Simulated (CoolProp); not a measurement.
The numbers come from the reference Helmholtz-energy equation of state, Thol 2016 in CoolProp.

### Question
Give the vapour pressure (bar), enthalpy of vaporisation (kJ/kg), liquid cp (kJ/(kg K)), vapour Z of saturated hexamethyldisiloxane (MM) at 146.65 °C.

### Answer
```tsv
T (°C)	p (bar)	enthalpy of vaporisation (kJ/kg)	liquid cp (kJ/(kg K))	vapour Z
146.65	3.26	166	2.27	0.855
```
